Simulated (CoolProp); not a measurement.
A closed Brayton cycle with carbon dioxide: compressor inlet 320.15 K and 9.5 MPa, high pressure 19.1 MPa, turbine inlet 625 K, compressor efficiency 0.85, turbine efficiency 0.93, recuperator effectiveness 0.8 (on enthalpy, no pinch check). Each further row changes one setting.

Model: reference Helmholtz-energy equation of state, Span 1996, in CoolProp.

```csv
case,thermal efficiency (%),net work (kJ/kg),compressor to turbine work,compressor exit (K),turbine exit (K)
as stated,22.2,44.6,0.36,363.8,550.2
turbine inlet 575 K,20.4,[?],[?],363.8,[?]
compressor inlet 330.15 K,21.1,37.3,[?],385.2,550.2
high pressure 16.2 MPa,[?],[?],0.34,[?],[?]
recuperator effectiveness 0.5,16.5,44.6,0.36,363.8,550.2
```

Question: Complete the blanks.

Answer: 
- turbine inlet 575 K, net work (kJ/kg): 37.2
- turbine inlet 575 K, compressor to turbine work: 0.40
- turbine inlet 575 K, turbine exit (K): 503.2
- compressor inlet 330.15 K, compressor to turbine work: 0.47
- high pressure 16.2 MPa, thermal efficiency (%): 19.8
- high pressure 16.2 MPa, net work (kJ/kg): 36.1
- high pressure 16.2 MPa, compressor exit (K): 353.4
- high pressure 16.2 MPa, turbine exit (K): 567.7
